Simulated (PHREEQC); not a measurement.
Solution (20 °C): 100 mmol/kgw KH2PO4 and 3.1 mmol/kgw Na2B4O7. Closed to the air; pH follows from the charge balance.

All values are PHREEQC results (ion-association model, phreeqc.dat), not measurements.

No solid was allowed to form.

### Question
Predict the pH.

### Answer
pH 5.68.

### Question
In which forms is P present?

### Answer
H2PO4- 94 %, HPO4-2 5.8 % of the P.
